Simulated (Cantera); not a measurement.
A closed system holds: 1 mol SiCl4, 1.8 mol HCl, 2 mol H2, equilibrated at 173 Torr.

These are equilibrium values from Cantera (NASA tables, ideal gas, pure condensed phases), not measurements of a reactor. Candidate condensed phases: Si; 19 gas species. The numbers say what is thermodynamically allowed, not how fast it happens.

Question: At 823 K, list the 4 most abundant gas species with their mole fractions, and the condensed phases.

Answer: H2 0.416, HCl 0.375, SiCl4 0.208, SiHCl3 0.000279. Condensed: gas only.
